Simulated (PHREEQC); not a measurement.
**Metal-bearing waste water: speciation**

Solution (25 °C): 0.037 mol CuSO4, 0.0065 mol ZnCl2 and 0.005 mol Na2SO4 per kg of water. Closed to the air; pH follows from the charge balance.

The numbers come from PHREEQC with the ion-association model, wateq4f.dat.

Precipitation was switched off in this run.

**Question.** Estimate the pH, ionic strength.

**Answer.** pH 4.68; ionic strength 0.111 mol/kgw.

**Question.** In which forms is Na present?

**Answer.** Na+ 96 %, NaSO4- 4.0 % of the Na.

Examples of supersaturated solids here: Antlerite, Brochantite. Others may be too.
